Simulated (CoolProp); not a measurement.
The numbers come from the reference Helmholtz-energy equation of state, Jacobsen 1992 in CoolProp.

Task: For R11, give the phase and the density (kg/m³), cv (kJ/(kg K)), Joule-Thomson coefficient (K/MPa), conductivity (mW/(m K)) at 388.8 K and 0.882 MPa.

Result: 
- 388.8 K and 0.882 MPa: gas; density 43.8, cv 0.607, Joule-Thomson coefficient 21.2, conductivity 12.7

Thermal conductivity comes from a separate model (McLinden 2000), an estimate that may be off by 10 % or more.
